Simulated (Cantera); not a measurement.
Low-pressure radical oxidation in H2/O2

An isothermal, constant-pressure homogeneous reactor starts with 3.66 % H₂, 96.3 % O₂, equivalence ratio 0.019, at 1423 K and 0.0133 bar.

Cantera simulation using GRI-Mech 3.0 (53 species, 325 reactions); the numbers are that mechanism's predictions, not measurements. Radical loss at walls, strong at low pressure, is not modelled. The temperature is held fixed by assumption; the heat of reaction is taken as removed at once.

```tsv
t (s)	x H₂	x O₂	x H₂O	x H₂O₂	x OH
0.000900	0.0354	0.962	0.000812	4.95e-9	0.000523
0.00228	0.000564	0.931	0.0319	3.75e-8	0.00495
0.00580	0.000460	0.932	0.0323	3.47e-8	0.00466
0.0147	0.000431	0.934	0.0326	3.41e-8	0.00451
0.0374	0.000367	0.938	0.0333	3.28e-8	0.00417
0.0949	0.000252	0.946	0.0344	2.93e-8	0.00347
0.241	0.000118	0.955	0.0356	2.20e-8	0.00238
0.611	3.49e-5	0.960	0.0365	1.25e-8	0.00130
1.55	7.83e-6	0.962	0.0370	5.46e-9	0.000618
3.94	1.72e-6	0.962	0.0371	2.04e-9	0.000290
10.0	4.59e-7	0.963	0.0372	8.35e-10	0.000150
```
x: mole fraction; the columns are a selection and need not sum to one.

Equilibrium at this temperature and pressure: H₂ 2.12e-7, O₂ 0.963, H₂O 0.0372, H₂O₂ 5.48e-10, OH 0.000102 (gas phase only).
